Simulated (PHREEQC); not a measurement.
0.066 g of hydrous ferric oxide (600 m²/g; 0.2 weak and 0.005 strong sites per Fe, Dzombak-Morel constants, diffuse double layer) in 1 kg of water with 0.001 mol/kgw of an inert sodium salt and 6.5e-06 mol SrCl2 and 7.3e-06 mol BaCl2, at 25 °C; the pH is set by adding NaOH or the inert anion's acid. Oxygen alone is held at its pressure in air (log pO2 = -0.68). CO2 from the air is kept out. Precipitation was switched off in this run.

The numbers come from PHREEQC with the ion-association model, wateq4f.dat.

```json
[
 {"pH": "3", "Sr sorbed (%)": "0.0", "Ba sorbed (%)": "0.0", "surface charge σ (C/m²)": "0.254", "surface potential ψ (mV)": "233"},
 {"pH": "3.5", "Sr sorbed (%)": "0.0", "Ba sorbed (%)": "0.0", "surface charge σ (C/m²)": "0.176", "surface potential ψ (mV)": "(withheld)"},
 {"pH": "4", "Sr sorbed (%)": "0.0", "Ba sorbed (%)": "0.0", "surface charge σ (C/m²)": "0.119", "surface potential ψ (mV)": "210"},
 {"pH": "4.5", "Sr sorbed (%)": "0.0", "Ba sorbed (%)": "0.0", "surface charge σ (C/m²)": "(withheld)", "surface potential ψ (mV)": "191"},
 {"pH": "5", "Sr sorbed (%)": "0.0", "Ba sorbed (%)": "0.0", "surface charge σ (C/m²)": "0.051", "surface potential ψ (mV)": "(withheld)"},
 {"pH": "5.5", "Sr sorbed (%)": "0.0", "Ba sorbed (%)": "0.0", "surface charge σ (C/m²)": "0.032", "surface potential ψ (mV)": "145"},
 {"pH": "6", "Sr sorbed (%)": "0.0", "Ba sorbed (%)": "0.0", "surface charge σ (C/m²)": "0.019", "surface potential ψ (mV)": "119"},
 {"pH": "6.5", "Sr sorbed (%)": "0.0", "Ba sorbed (%)": "0.1", "surface charge σ (C/m²)": "(withheld)", "surface potential ψ (mV)": "92"},
 {"pH": "7", "Sr sorbed (%)": "(withheld)", "Ba sorbed (%)": "0.5", "surface charge σ (C/m²)": "0.006", "surface potential ψ (mV)": "64"},
 {"pH": "7.5", "Sr sorbed (%)": "1.4", "Ba sorbed (%)": "(withheld)", "surface charge σ (C/m²)": "(withheld)", "surface potential ψ (mV)": "36"},
 {"pH": "8", "Sr sorbed (%)": "6.8", "Ba sorbed (%)": "16.7", "surface charge σ (C/m²)": "(withheld)", "surface potential ψ (mV)": "9"},
 {"pH": "8.5", "Sr sorbed (%)": "14.9", "Ba sorbed (%)": "31.1", "surface charge σ (C/m²)": "-0.001", "surface potential ψ (mV)": "-18"},
 {"pH": "9", "Sr sorbed (%)": "26.3", "Ba sorbed (%)": "38.2", "surface charge σ (C/m²)": "-0.004", "surface potential ψ (mV)": "-45"}
]
```

Problem. Complete the blanks.

Solution. 
- 3.5, surface potential ψ (mV): 225
- 4.5, surface charge σ (C/m²): 0.079
- 5, surface potential ψ (mV): 169
- 6.5, surface charge σ (C/m²): 0.011
- 7, Sr sorbed (%): 0.2
- 7.5, Ba sorbed (%): 3.8
- 7.5, surface charge σ (C/m²): 0.003
- 8, surface charge σ (C/m²): 0.001

The oxide is taken as insoluble; below pH 4 it would dissolve.
